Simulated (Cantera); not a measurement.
Feed: 1 mol SiCl4, a varied amount of N2, 34 mol H2, equilibrated at 1125 °C and 41.0 mbar.

These are equilibrium values from Cantera (NASA tables, ideal gas, pure condensed phases), not measurements of a reactor. Candidate condensed phases: NH4Cl, Si, Si3N4; 28 gas species. N2 is the only nitrogen source here; it is nearly inert below about 1500 K, so the nitride shown seldom forms there in practice. The tables' values for SiCl3 are old estimates; treat these amounts as uncertain. The numbers say what is thermodynamically allowed, not how fast it happens.

x: gas mole fraction; n: condensed amount in mol.

| n(N2) (mol) | x H2 | x N2 | x HCl | x SiCl2 | x SiCl3 | x SiCl4 | x SiHCl3 | n Si3N4(s) |
|---|---|---|---|---|---|---|---|---|
| 0.52 | 0.897 | 0.00119 | 0.0938 | 0.00671 | 0.000679 | 0.000294 | 0.000197 | 0.238 |
| 1.8 | 0.862 | 0.0313 | 0.105 | 0.000991 | 0.000115 | 5.65e-5 | 3.26e-5 | 0.319 |
| 3 | 0.835 | (withheld) | 0.103 | (withheld) | 7.17e-5 | (withheld) | (withheld) | 0.324 |
| 4.3 | 0.808 | 0.0920 | 0.0997 | 0.000465 | 5.26e-5 | 2.55e-5 | 1.45e-5 | 0.326 |
| 5.5 | 0.784 | (withheld) | 0.0969 | (withheld) | 4.28e-5 | (withheld) | (withheld) | 0.327 |
| 6.8 | 0.760 | 0.146 | 0.0941 | 0.000324 | 3.57e-5 | 1.68e-5 | 9.54e-6 | 0.328 |
| 8 | 0.739 | 0.169 | 0.0915 | 0.000285 | 3.11e-5 | 1.44e-5 | 8.18e-6 | 0.328 |
| 9.3 | 0.717 | 0.194 | 0.0889 | 0.000254 | 2.72e-5 | 1.25e-5 | 7.07e-6 | 0.329 |

Task: Complete the blanks.

Result: 
- 5.5, x N2: 0.119
- 5.5, x SiCl2: 0.000382
- 5.5, x SiCl4: 2.04e-5
- 5.5, x SiHCl3: 1.16e-5
- 3, x N2: 0.0613
- 3, x SiCl2: 0.000624
- 3, x SiCl4: 3.51e-5
- 3, x SiHCl3: 2.01e-5
